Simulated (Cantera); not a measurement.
## SiH4 + N2 + H2 (silicon nitride deposition)

A closed system holds: 1 mol SiH4, a varied amount of N2, 25 mol H2, at 6.00e-5 bar.

Cantera equilibrium calculation (NASA polynomials, part measured and part estimated; ideal gas, pure solids and liquids). Candidate condensed phases: Si, Si3N4; 18 gas species. The numbers say what is thermodynamically allowed, not how fast it happens.

Stable condensed phases:

```
T in K \ n(N2) in mol
         1.4   2 2.9 4.2 6.1 8.8  13  18  26  38  55  80
   1950    A   A   A   A   A   A   A   A   A   A   A   A
   1925    A   A   A   A   A   A   A   A   A   A   A   A
   1900    A   A   A   A   A   A   A   A   A   A   A   A
   1875    A   A   A   A   A   A   A   A   A   A   A   A
   1850    A   A   A   A   A   A   A   A   A   A   A   A
   1825    A   A   A   A   A   A   A   A   A   A   A   A
   1800    A   A   A   A   A   A   A   A   A   A   A   A
   1775    A   A   A   A   A   A   A   A   A   A   A   A
   1750    B   B   B   B   B   B   A   A   A   A   A   A
   1725    B   B   B   B   B   B   B   B   B   A   A   A
   1700    B   B   B   B   B   B   B   B   B   B   B   A
```

A: gas only; B: Si.
